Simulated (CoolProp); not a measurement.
20 sccm (0 °C, 1 atm) of nitrogen bubbles through liquid toluene at 304.7 K and leaves saturated at a total pressure of 0.0957 MPa (ideal gas phase). Each further row changes one setting.

Computed with CoolProp (reference Helmholtz-energy equation of state, Lemmon 2006). It is a short technical equation, of lower accuracy than the large ones.

| case | vapour pressure (kPa) | mole fraction of vapour | delivery (mg/min) | delivery (sccm) | change of delivery for a bath 1 K warmer (%) |
|---|---|---|---|---|---|
| as stated | 5.28 | 0.0552 | 4.80 | 1.17 | 5.3 |
| bath temperature 309.7 K | 6.72 | 0.0702 | 6.21 | 1.51 | 5.2 |
| total pressure 0.191 MPa | 5.28 | 0.0277 | 2.34 | 0.569 | 5.2 |
